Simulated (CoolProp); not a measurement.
Vapour-liquid equilibrium of R125 (1) + propylene (2) at 304.2 K; x and y are mole fractions of (1).

Computed with CoolProp (multi-fluid Helmholtz-energy mixture model, Lemmon 2005 and Lemmon 2013; pair parameters Bell 2016).

```csv
x,"bubble pressure, mixture model (bar)","bubble pressure, Raoult's law (bar)","y, mixture model","y, Raoult's law"
0.05,14.37,13.52,0.096,0.060
0.2,16.46,13.93,0.290,0.231
0.35,17.65,14.34,0.420,0.393
0.5,18.24,14.75,0.528,0.546
0.65,18.32,15.16,0.638,0.691
0.8,17.86,15.56,0.764,0.828
0.95,16.69,15.97,0.930,0.958
```

The largest gap from Raoult's law is +23.7 % in bubble pressure, at x = 0.5. y crosses x between x = 0.5 and 0.65: the model has an azeotrope there.

Pair parameters are fitted to limited data, so mixtures are less certain than the pure fluids.
